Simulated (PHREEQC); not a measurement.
Ultrapure water in contact with air or piping: an equilibrium model

A made-up water analysis in mg/L, 49 °C, pH 5.97, pe 12.8:

| constituent | mg/L |
|---|---|
| Na | 0.366 |
| K | 0.356 |
| Ca | 0.175 |
| Mg | 0.137 |
| Cl | 0.503 |
| S(6) as SO4 | 0.116 |
| Alkalinity as HCO3 | 1.41 |
| F | 0.00114 |

Valence states are taken as typed.

All values are PHREEQC results (ion-association model, wateq4f.dat), not measurements.

Precipitation was switched off in this run.

**Question.** Estimate the charge-balance error.

**Answer.** charge-balance error 6.0 %.

**Question.** In which forms is C present?

**Answer.** CO2 67 %, HCO3- 33 % of the C.

Complexes and solids missing from the database can't appear. At this temperature some constants are extrapolated from 25 °C, and those without enthalpy data are left unchanged.
